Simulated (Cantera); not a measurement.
An isothermal, constant-pressure homogeneous reactor starts with NO : N₂ = 1 : 0.14 (molar parts), at 1873 K and 16.5 Torr.

Detailed kinetics in Cantera: GRI-Mech 3.0 (53 species, 325 reactions). Radical loss at walls, strong at low pressure, is not modelled.

x: mole fraction; the columns are a selection and need not sum to one.

| t (s) | x NO | x NO₂ | x N₂ | x N₂O | x O | x O₂ |
|---|---|---|---|---|---|---|
| 1.00e-5 | 0.877 | 1.67e-11 | 0.123 | 7.35e-8 | 7.35e-8 | 5.61e-12 |
| 8.18e-5 | 0.877 | 1.10e-9 | 0.123 | 6.00e-7 | 6.00e-7 | 3.73e-10 |
| 0.000669 | 0.877 | … | 0.123 | … | … | … |
| 0.00547 | 0.877 | 3.80e-6 | 0.123 | 3.78e-5 | 3.84e-5 | 1.77e-6 |
| 0.0447 | 0.876 | 3.82e-5 | 0.123 | 0.000197 | 0.000204 | 0.000187 |
| 0.366 | 0.870 | 5.05e-5 | 0.126 | 0.000267 | 0.000264 | 0.00350 |
| 2.99 | 0.812 | … | … | … | … | … |
| 24.5 | 0.418 | 0.000137 | 0.352 | 4.48e-5 | 0.000796 | 0.229 |
| 200 | 0.0160 | 7.32e-6 | 0.553 | 9.36e-8 | 0.00105 | 0.430 |

Q: What belongs in the gaps?

A: 
- 0.000669, x NO₂: 7.20e-8
- 0.000669, x N₂O: 4.88e-6
- 0.000669, x O: 4.88e-6
- 0.000669, x O₂: 2.50e-8
- 2.99, x NO₂: 9.66e-5
- 2.99, x N₂: 0.155
- 2.99, x N₂O: 0.000215
- 2.99, x O: 0.000385
- 2.99, x O₂: 0.0320
